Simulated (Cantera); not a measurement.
**Hydrocarbon pyrolysis for carbon deposition**

An isothermal, constant-pressure homogeneous reactor starts with 9.80 % C2H6, 90.2 % N2, at 1625 K and 0.000790 bar.

Model: GRI-Mech 3.0 (53 species, 325 reactions), integrated in Cantera. GRI-Mech 3.0 stops at C3 and has no aromatics, soot or wall deposition, so with more carbon than oxygen in the feed, carbon stays in small species such as C2H2 where larger ones or solid carbon would form. Radical loss at walls, strong at low pressure, is not modelled.

```
t (s)      x C2H6       x H     x CH2    x C2H2    x C2H4
--------  -------  --------  --------  --------  --------
2.00e-5    0.0980   4.04e-8  2.17e-11    <1e-12   1.26e-9
4.78e-5    0.0979   9.96e-8  3.35e-10    <1e-12   1.26e-8
0.000114   0.0976   3.30e-7   4.99e-9  2.42e-12   1.45e-7
0.000274   0.0970   1.97e-6   6.96e-8  7.35e-11   1.83e-6
0.000654   0.0955   1.54e-5   8.62e-7   2.84e-9   2.53e-5
0.00156    0.0916  0.000111   7.47e-6   2.35e-7  0.000390
0.00374    0.0784  0.000454   2.99e-5   3.58e-5   0.00482
0.00894    0.0424   0.00108   6.39e-5   0.00166    0.0247
0.0214    0.00424   0.00201   6.89e-5    0.0196    0.0391
0.0511    7.48e-5   0.00111   2.09e-5    0.0479    0.0206
0.122     1.22e-5  0.000557   6.19e-6    0.0615   0.00877
0.292     4.80e-6  0.000348   2.46e-6    0.0683   0.00292
0.699     2.36e-6  0.000254   1.25e-6    0.0715  0.000749
1.67      1.29e-6  0.000207   7.34e-7    0.0731  0.000291
4.00      7.43e-7  0.000191   5.07e-7    0.0747  0.000162
```
x: mole fraction; the columns are a selection and need not sum to one.

Equilibrium at this temperature and pressure: C2H6 <1e-12, H 0.00102, CH2 1.87e-9, C2H2 0.0374, C2H4 4.29e-7 (gas phase only).
